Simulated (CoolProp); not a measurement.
Vapour-liquid equilibrium of benzene (1) + dimethyl carbonate (2) at 0.872 MPa; x and y are mole fractions of (1).

Model: multi-fluid Helmholtz-energy mixture model, Thol 2012 and Zhou 2011; pair parameters Bell 2016, in CoolProp.

```tsv
x	bubble temperature (°C)	y at the bubble point	dew temperature at overall composition x (°C)	liquid density (mol/L)
0.05	175.7	0.064	175.9	9.282
0.2	173.4	0.236	173.8	9.230
0.35	171.7	0.386	172.1	9.177
0.5	170.6	0.525	170.8	9.125
0.65	170.1	0.659	170.1	9.077
0.8	170.0	0.796	170.0	9.032
0.95	170.5	0.946	170.6	8.990
```

y crosses x between x = 0.65 and 0.8: the model has an azeotrope there.

Pair parameters are fitted to limited data, so mixtures are less certain than the pure fluids.
